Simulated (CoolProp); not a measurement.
Properties of the fluoroketone C6F12O (FK-5-1-12) at several states.

Model: reference Helmholtz-energy equation of state, McLinden 2015, in CoolProp.

| T (°C) | p (bar) | phase | density (kg/m³) | isothermal compressibility (1/MPa) |
|---|---|---|---|---|
| -14.75 | 19 | liquid | 1722 | 0.001749 |
| 50.75 | 2.42 | liquid | 1522 | 0.004527 |
| 111.85 | 77.3 | liquid | 1386 | 0.007093 |
| 4.35 | 0.196 | liquid | 1663 | 0.002309 |
| 132.25 | 23 | liquid | 1223 | 0.02204 |
